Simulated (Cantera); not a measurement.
A perfectly stirred reactor is fed with CH₄ : H₂ = 1 : 6.1 (molar parts), at 1.28 atm; it is held at 1650 K, and followed from long to short residence time.

Detailed kinetics in Cantera: GRI-Mech 3.0 (53 species, 325 reactions). GRI-Mech 3.0 stops at C3 and has no aromatics, soot or wall deposition, so with more carbon than oxygen in the feed, carbon stays in small species such as C2H2 where larger ones or solid carbon would form.

Question: Predict: x(CH₄) at τ = 14.0 s; x(H₂) at τ = 14.0 s; x(C₂H₆) at τ = 14.0 s; x(CH₃) at τ = 14.0 s; x(C₂H₄) at τ = 14.0 s; x(CH₄) at τ = 25.0 ms; x(H₂) at τ = 25.0 ms; x(C₂H₆) at τ = 25.0 ms; x(CH₃) at τ = 25.0 ms; x(C₂H₄) at τ = 25.0 ms.

Answer: x(CH₄) at τ = 14.0 s: 0.0446
x(H₂) at τ = 14.0 s: 0.913
x(C₂H₆) at τ = 14.0 s: 1.24e-5
x(CH₃) at τ = 14.0 s: 7.59e-5
x(C₂H₄) at τ = 14.0 s: 0.00334
x(CH₄) at τ = 25.0 ms: 0.118
x(H₂) at τ = 25.0 ms: 0.872
x(C₂H₆) at τ = 25.0 ms: 4.31e-5
x(CH₃) at τ = 25.0 ms: 0.000181
x(C₂H₄) at τ = 25.0 ms: 0.00114
